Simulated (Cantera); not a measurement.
Reactions in the system H-N-O-V

Standard-state values (1 bar) from the NASA 1993 polynomials, evaluated with Cantera. Values are per mole of reaction as written; species without (g) are pure solids or liquids, kept so even where they would boil at 1 bar. VN: taken at fixed stoichiometry.

VO2(g) + NO(g) + 3 H2O(g) = 6 OH(g) + VN

```tsv
T (K)	ΔH° (kJ)	ΔS° (J/K)	ΔG° (kJ)	log10 K
300	885.8	97.5	856.6	-149.15
1598	922.1	149.6	683.1	-22.33
1623	922.7	149.9	679.4	-21.87
1648	923.2	150.2	675.6	-21.41
1673	923.8	150.6	671.9	-20.98
1698	924.4	150.9	668.1	-20.55
1723	924.9	151.2	664.3	-20.14
1748	925.5	151.6	660.5	-19.74
```
